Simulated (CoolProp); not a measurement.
C2F6 (R116) at 293.15 K and 6.38 MPa flows at 11 m/s in a round tube of 12.7 mm bore and 15 µm roughness, fully developed (64/Re and Nu = 3.66 if laminar; Colebrook and Gnielinski if turbulent). Each further row changes one setting.

Computed with CoolProp (reference Helmholtz-energy equation of state, Lemmon 2006). It is a short technical equation, of lower accuracy than the large ones.

```csv
case,Reynolds number,Darcy friction factor,pressure drop (Pa/m),heat-transfer coefficient (W/(m² K)),mass flow (kg/h)
as stated,1520000,0.0206,109000,24100,5540
velocity 22 m/s,3040000,0.0205,432000,48100,11100
diameter 25.4 mm,3040000,0.0175,46000,21200,22200
```

Viscosity comes from a separate model (Huber 2003), an estimate that may be off by 10 % or more. Thermal conductivity comes from a separate model (Huber 2003), an estimate that may be off by 10 % or more.
